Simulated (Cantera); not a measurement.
A Cantera script and what it prints.

```python
import numpy as np
import cantera as ct

gas_names = [...]  # 109 gases of nasa_gas.yaml made of C, Cl, H, Si
cond_names = """
    C(gr) C6H6(L) C7H8(L) C8H18(L),n-octa Si(cr) Si(L) SiC(b)
""".split()


# ... load() reads the species with a 1 bar reference pressure and builds the phases ...
atoms = {
    'CH3SiCl3': {'C': 1, 'H': 3, 'Si': 1, 'CL': 3},
    'C2H4': {'C': 2, 'H': 4},
    'H2': {'H': 2},
}
top_T = {'C(gr)': 4500, 'SiC(b)': 3050}  # K; cautious upper limits of use, not melting points


# ... equilibrate(T, P, feed) seeds the gas with the atoms and calls Mixture.equilibrate('TP', solver="vcs", rtol=1e-11, max_steps=5000) ...
results = []
feed = {'CH3SiCl3': 1, 'C2H4': 0.081, 'H2': 5.8}  # mol
T = 1450  # K
P = 77000  # Pa
mix = equilibrate(T, P, feed)
results.append((T, P, feed, dict(zip(mix.species_names, mix.species_moles))))
print(gas.report(threshold=1e-05))
for i in range(1, mix.n_phases):
    print(f"{mix.phase(i).name:16s} {mix.phase_moles(i):12.5e} mol")
```

Output:

```
       temperature   1450 K
          pressure   77000 Pa
           density   0.090446 kg/m^3
  mean mol. weight   14.161 kg/kmol
   phase of matter   gas

                          1 kg             1 kmol
                     ---------------   ---------------
          enthalpy        1.1069e+05        1.5675e+06  J
   internal energy       -7.4065e+05       -1.0488e+07  J
           entropy             14594        2.0667e+05  J/K
    Gibbs function       -2.1051e+07        -2.981e+08  J
 heat capacity c_p            2377.5             33668  J/K
 heat capacity c_v            1790.4             25354  J/K

                      mass frac. Y      mole frac. X     chem. pot. / RT
                     ---------------   ---------------   ---------------
               CH4         0.0013969          0.001233           -40.383
               HCL           0.73949           0.28724           -34.467
                H2          0.099141            0.6964           -19.128
             SiCL2          0.015209         0.0021758           -59.432
             SiCL3          0.021686         0.0022844           -84.336
             SiCL4           0.10512         0.0087626           -109.24
            SiHCL3          0.017514         0.0018312             -93.9
           SiH2CL2        0.00042257        5.9247e-05            -78.56
     [ +101 minor]        2.0335e-05        1.7498e-05

C(gr)             2.84719e-01 mol
Si(cr)            0.00000e+00 mol
SiC(b)            8.66292e-01 mol
```

These are equilibrium values from Cantera (NASA tables, ideal gas, pure condensed phases), not measurements of a reactor. The feed counts by its element totals alone. The tables' values for SiCl3 are old estimates; treat these amounts as uncertain.
